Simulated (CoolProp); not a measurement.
A single-stage vapour-compression cycle with ethylene: evaporating at 193.15 K (dew point), condensing at 217.15 K (bubble point), superheat 0 K, subcooling 2 K, compressor efficiency 0.75, no pressure losses. Each further row changes one setting.

The numbers come from the reference Helmholtz-energy equation of state, Smukala 2000 in CoolProp.

| case | cooling COP | pressure ratio | discharge temperature (K) | refrigerating effect (kJ/kg) | volumetric capacity (kJ/m³) |
|---|---|---|---|---|---|
| as stated | (withheld) | 2.55 | 253.5 | 388 | 2500 |
| evaporating temperature 198.15 K | 7.05 | 2.06 | 244.7 | 392 | 3090 |
| condensing temperature 212.15 K | (withheld) | 2.14 | 241.5 | 401 | 2590 |
| subcooling 7 K | 5.49 | 2.55 | 253.5 | 401 | 2590 |
| superheat 10 K | (withheld) | 2.55 | (withheld) | (withheld) | 2430 |
| compressor efficiency 0.65 | 4.60 | 2.55 | 260.7 | 388 | 2500 |

Problem. Complete the blanks.

Solution. 
- as stated, cooling COP: 5.31
- condensing temperature 212.15 K, cooling COP: 6.90
- superheat 10 K, cooling COP: 5.17
- superheat 10 K, discharge temperature (K): 265.6
- superheat 10 K, refrigerating effect (kJ/kg): 402
